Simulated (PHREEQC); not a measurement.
# Leach liquor: speciation

Consider water at 15 °C with 2.2 mmol/kgw HCl, 1.4 mmol/kgw Al2(SO4)3 and 15 mmol/kgw Na2SO4. Closed to the air; pH follows from the charge balance.

Computed with PHREEQC (ion-association model, phreeqc.dat).

```json
{
 "pH": "2.92",
 "ionic_strength": "0.0493 mol/kgw",
 "total_alkalinity": "-2.20 meq/kg"
}
```

| species | molality | activity | log γ |
|---|---|---|---|
| Na+ | 0.0291 | 0.0241 | -0.082 |
| SO4-2 | 0.0146 | 0.00685 | -0.329 |
| Cl- | 0.00220 | 0.00180 | -0.087 |
| AlSO4+ | 0.00202 | 0.00167 | -0.084 |
| H+ | 0.00141 | 0.00121 | -0.067 |
| NaSO4- | 0.000931 | 0.000775 | -0.080 |
| HSO4- | 0.000791 | 0.000653 | -0.084 |
| Al(SO4)2- | 0.000418 | 0.000345 | -0.084 |
| Al+3 | 0.000356 | 8.80e-5 | -0.606 |
| AlOH+2 | 7.78e-7 | 3.72e-7 | -0.320 |
| AlHSO4+2 | 3.58e-7 | 1.66e-7 | -0.335 |
| Al(OH)2+ | 1.15e-9 | 9.57e-10 | -0.080 |

No solid was allowed to form. Species that the database lacks are ignored.
